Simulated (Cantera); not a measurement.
Gas mixture: 28.6 % O2, 71.4 % CO2, at 0.338 Torr, frozen composition.

Cantera's kinetic-theory transport with the Lennard-Jones parameters of GRI-Mech 3.0, ideal gas; thermal conductivity in the multicomponent form.

One state of this run: ρ (kg/m³) = 0.000439; cp (J/kg/K) = 1004; μ (µPa s) = 25.4; λ (mW/m/K) = 35.2; Pr = 0.725; D (cm²/s) NH3 = 1050; D (cm²/s) OH = 1480; D (cm²/s) C2H2 = 771. D: mixture-averaged diffusion coefficient of that species in the mixture.

Question: Which value of T (K) does it belong to?
A. 600
B. 900
C. 1000
D. 500

Answer: D, 500
